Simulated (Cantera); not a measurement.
Charge: 1 mol Pb, 17 mol N2, held at 36.0 Torr.

Method: chemical equilibrium by Gibbs-energy minimisation in Cantera with the NASA 1993 tables (ideal gas, pure condensed phases). Candidate condensed phases: Pb; 4 gas species. Kinetics and transport are ignored.

x: gas mole fraction; n: condensed amount in mol.

```csv
T (K),x N2,x Pb,x Pb2,n Pb(l)
1173,0.991,0.00879,2.47e-7,0.849
1198,0.987,___,___,___
1223,0.981,0.0189,8.87e-7,0.672
1248,0.973,___,___,___
1273,0.962,0.0382,2.87e-6,0.324
1298,0.947,0.0533,4.98e-6,0.0432
1323,0.944,0.0555,4.87e-6,0
1348,0.944,0.0555,4.40e-6,0
1373,0.944,0.0555,3.98e-6,0
1398,0.944,0.0555,3.62e-6,0
1423,0.944,0.0555,3.30e-6,0
```

Some entries are withheld; supply them.


- 1248, x Pb: 0.0271
- 1248, x Pb2: 1.62e-6
- 1248, n Pb(l): 0.527
- 1198, x Pb: 0.0130
- 1198, x Pb2: 4.75e-7
- 1198, n Pb(l): 0.776
